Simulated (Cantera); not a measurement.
## CO + H2O + H2 (carbon deposition, reforming and gasification)

Feed: 1 mol CO, a varied amount of H2O, 0.36 mol H2, held at 42000 Pa.

Method: chemical equilibrium by Gibbs-energy minimisation in Cantera with the NASA 1993 tables (ideal gas, pure condensed phases). Candidate condensed phases: C, C6H6, C7H8, C8H18, H2O; 110 gas species. The numbers say what is thermodynamically allowed, not how fast it happens.

Q: Map the stable condensed phases over T = 552, 702, 852, 1002, 1152, 1302, 1452, 1602, 1752, 1902, 2052, 2202, 2352, 2502 °C and n(H2O) in mol = 0.18, 0.22, 0.26, 0.32, 0.39, 0.48, 0.59, 0.72, 0.88, 1.1.

A: 
```
T in °C \ n(H2O) in mol
         0.18 0.22 0.26 0.32 0.39 0.48 0.59 0.72 0.88  1.1
   2502     A    A    A    A    A    A    A    A    A    A
   2352     A    A    A    A    A    A    A    A    A    A
   2202     A    A    A    A    A    A    A    A    A    A
   2052     A    A    A    A    A    A    A    A    A    A
   1902     A    A    A    A    A    A    A    A    A    A
   1752     A    A    A    A    A    A    A    A    A    A
   1602     A    A    A    A    A    A    A    A    A    A
   1452     A    A    A    A    A    A    A    A    A    A
   1302     A    A    A    A    A    A    A    A    A    A
   1152     A    A    A    A    A    A    A    A    A    A
   1002     A    A    A    A    A    A    A    A    A    A
    852     A    A    A    A    A    A    A    A    A    A
    702     B    B    A    A    A    A    A    A    A    A
    552     B    B    B    B    B    B    B    B    B    A
```
A: gas only; B: C.
